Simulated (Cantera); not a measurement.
A closed system holds: 1 mol SiO₂, 5.7 mol C, 0.062 mol CO, held at 2598 K and 0.0350 bar.

Equilibrium computed with Cantera from the NASA thermochemical tables; the gas is ideal and each condensed phase is pure. Candidate condensed phases: C, Si, SiC, SiO₂; 20 gas species. Equilibrium is a limit: real reactors are often held back by kinetics, nucleation or transport.

Base state: CO 0.851, Si 0.0821, SiC₂ 0.0279, SiO 0.0228, Si₂C 0.0150, Si₂ 0.000753, C₃ 6.15e-5, SiC 6.06e-5 (mole fractions); condensed: C(graphite) + SiC(s).

Q: What changes in the equilibrium state with this change: SiO₂ replaced by Fe₂O₃?

A: 
| species | before | after |
|---|---|---|
| CO | 0.851 | 0.605 |
| Fe | 0 | 0.395 |
| C₃ | 6.15e-5 | 6.15e-5 |
| Si | 0.0821 | 0 |
| SiC₂ | 0.0279 | 0 |
| SiO | 0.0228 | 0 |
| Si₂C | 0.0150 | 0 |
| Si₂ | 0.000753 | 0 |
| SiC | 6.06e-5 | 0 |
| Si₃ | 3.75e-5 | 0 |
| C | 1.74e-5 | 1.74e-5 |
| C(graphite), mol | 2.97 | 2.70 |
| SiC(s), mol | 0.612 | 0 |
Further candidate phases: Fe, Fe(CO)₅, FeO, Fe₂O₃, Fe₃O₄.
